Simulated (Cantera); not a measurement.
Feed: 1 mol CuO, 5.2 mol HF, 33 mol N2, held at 1.00e-5 bar.

Method: chemical equilibrium by Gibbs-energy minimisation in Cantera with the NASA 1993 tables (ideal gas, pure condensed phases). Candidate condensed phases: Cu, CuF2, CuO, Cu(OH)2, Cu2O, H2O; 45 gas species. The numbers say what is thermodynamically allowed, not how fast it happens.

x: gas mole fraction; nothing condenses.

```csv
T (K),x N2,x HF,x Cu,x O2,x CuF,x H2O,x O
1423,0.835,0.125,0.0188,0.0109,?,0.00320,4.45e-5
1448,0.835,0.126,0.0198,0.0111,?,0.00272,6.50e-5
1473,0.834,0.127,0.0205,0.0113,?,0.00232,9.37e-5
1498,0.834,0.127,0.0212,0.0114,?,0.00197,0.000133
1523,0.833,0.128,0.0218,0.0115,?,0.00167,0.000187
1548,0.833,0.128,0.0222,0.0115,?,0.00142,0.000259
1573,0.832,0.129,0.0226,0.0116,?,0.00120,0.000355
1598,0.832,0.129,0.0230,0.0116,?,0.00101,0.000481
1623,0.832,0.129,0.0232,0.0115,?,0.000852,0.000645
1648,0.832,0.129,0.0235,0.0114,?,0.000713,0.000856
1673,0.831,0.129,0.0237,0.0113,?,0.000592,0.00112
1698,0.831,0.129,0.0238,0.0112,?,0.000487,0.00146
1723,0.831,0.130,0.0239,0.0110,?,0.000396,0.00188
1748,0.830,0.130,0.0240,0.0107,?,0.000318,0.00240
```

Q: Complete the blanks.

A: 
- 1423, x CuF: 0.00647
- 1448, x CuF: 0.00553
- 1473, x CuF: 0.00474
- 1498, x CuF: 0.00406
- 1523, x CuF: 0.00349
- 1548, x CuF: 0.00301
- 1573, x CuF: 0.00260
- 1598, x CuF: 0.00226
- 1623, x CuF: 0.00198
- 1648, x CuF: 0.00174
- 1673, x CuF: 0.00155
- 1698, x CuF: 0.00138
- 1723, x CuF: 0.00125
- 1748, x CuF: 0.00113
